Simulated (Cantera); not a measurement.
An isothermal, constant-pressure homogeneous reactor starts with NH₃ : H₂ = 1 : 0.24 (molar parts), at 1975 K and 2670 Pa. Integrator tolerance rtol = 1e-08.

Cantera simulation using the gas-phase N/H chemistry of the illustrative SiF4/NH3 mechanism in the Surface Chemkin manual (1991); the numbers are that mechanism's predictions, not measurements. Walls and surfaces, which speed up NH3 decomposition in real reactors, are not modelled.

Task: What does this change do: temperature 1975 to 1675 K?

Result: 
| quantity | before | after |
|---|---|---|
| x(NH₃) at 60.0 s | 1.76e-6 (gas-phase equilibrium 1.77e-7) | 0.144 (gas-phase equilibrium 3.29e-7) |
| x(H₂) at 60.0 s | 0.770 (gas-phase equilibrium 0.770) | 0.672 (gas-phase equilibrium 0.776) |
| x(N₂H₄) at 60.0 s | <1e-12 (gas-phase equilibrium <1e-12) | 1.64e-9 (gas-phase equilibrium <1e-12) |
| x(H) at 60.0 s | 0.00740 (gas-phase equilibrium 0.00740) | 0.000139 (gas-phase equilibrium 0.000631) |
| x(N₂) at 60.0 s | 0.222 (gas-phase equilibrium 0.222) | 0.183 (gas-phase equilibrium 0.223) |
| x(NH₂) at 60.0 s | 4.88e-8 (gas-phase equilibrium 4.92e-9) | 7.45e-5 (gas-phase equilibrium 6.68e-10) |
| x(N) at 60.0 s | 1.79e-8 (gas-phase equilibrium 1.80e-9) | 6.69e-8 (gas-phase equilibrium 9.66e-12) |

Task: What does this change do: temperature 1975 to 1475 K?

Result: 
```csv
quantity,before,after
x(NH₃) at 60.0 s,1.76e-6 (gas-phase equilibrium 1.77e-7),0.728 (gas-phase equilibrium 5.68e-7)
x(H₂) at 60.0 s,0.770 (gas-phase equilibrium 0.770),0.250 (gas-phase equilibrium 0.777)
x(N₂H₄) at 60.0 s,<1e-12 (gas-phase equilibrium <1e-12),1.01e-8 (gas-phase equilibrium <1e-12)
x(H) at 60.0 s,0.00740 (gas-phase equilibrium 0.00740),7.70e-6 (gas-phase equilibrium 7.05e-5)
x(N₂) at 60.0 s,0.222 (gas-phase equilibrium 0.222),0.0216 (gas-phase equilibrium 0.223)
x(NH₂) at 60.0 s,4.88e-8 (gas-phase equilibrium 4.92e-9),4.84e-5 (gas-phase equilibrium 1.11e-10)
x(N) at 60.0 s,1.79e-8 (gas-phase equilibrium 1.80e-9),3.85e-9 (gas-phase equilibrium <1e-12)
```
